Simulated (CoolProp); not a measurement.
Values from CoolProp's reference Helmholtz-energy equation of state, Thol 2017.

### Question
For octamethyltrisiloxane (MDM), give the phase and the Z, Joule-Thomson coefficient (K/MPa), isothermal compressibility (1/MPa), fugacity coefficient at 348.4 K and 0.555 MPa; 446.4 K and 0.555 MPa.

### Answer
- 348.4 K and 0.555 MPa: liquid; Z 0.0593, Joule-Thomson coefficient -0.358, isothermal compressibility 0.00276, fugacity coefficient 0.0140
- 446.4 K and 0.555 MPa: liquid; Z 0.0544, Joule-Thomson coefficient -0.0535, isothermal compressibility 0.00898, fugacity coefficient 0.286
